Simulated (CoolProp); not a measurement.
A simple Rankine cycle with R142b: condensing at 331.15 K, boiler at 3.04 MPa, turbine inlet 408.8 K, turbine efficiency 0.65, pump efficiency 0.8, no recuperator. Each further row changes one setting.

Values from CoolProp's reference Helmholtz-energy equation of state, Lemmon 2006. It is a short technical equation, of lower accuracy than the large ones.

| case | thermal efficiency (%) | net work (kJ/kg) | heat in (kJ/kg) | turbine exit temperature (K) | volume ratio over the turbine |
|---|---|---|---|---|---|
| as stated | 7.8 | … | 222 | 357.4 | 4.27 |
| turbine inlet 428.8 K | 8.0 | … | … | 382.3 | 4.02 |
| condensing temperature 323.15 K | … | … | … | … | 5.25 |
| boiler pressure 2.13 MPa | 6.2 | 14.9 | 240 | 377.1 | 2.70 |
| turbine efficiency 0.55 | 6.4 | 14.3 | 222 | 360.4 | 4.33 |

Problem. Fill in the missing entries.

Solution. 
- as stated, net work (kJ/kg): 17.4
- turbine inlet 428.8 K, net work (kJ/kg): 20.0
- turbine inlet 428.8 K, heat in (kJ/kg): 251
- condensing temperature 323.15 K, thermal efficiency (%): 8.8
- condensing temperature 323.15 K, net work (kJ/kg): 20.5
- condensing temperature 323.15 K, heat in (kJ/kg): 233
- condensing temperature 323.15 K, turbine exit temperature (K): 351.7
